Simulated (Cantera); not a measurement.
An adiabatic, constant-pressure homogeneous reactor starts with 5.23 % CH₄, 0.837 % C₂H₆, 19.4 % O₂, 73.3 % N₂, 1.26 % H₂O, equivalence ratio 0.69, at 1523 K and 1100000 Pa.

Detailed kinetics in Cantera: GRI-Mech 3.0 (53 species, 325 reactions).

One state of this run: T (K) = 1530; x CH₄ = 0.0506; x C₂H₆ = 0.00726; x O₂ = 0.192; x O = 3.06e-6; x NO₂ = <1e-12; x C₂H₄ = 0.00111. x: mole fraction; the columns are a selection and need not sum to one.

Which value of t (s) does it belong to?
A. 0.0403
B. 0.00364
C. 1.34e-5
D. 0.0898

C, 1.34e-5
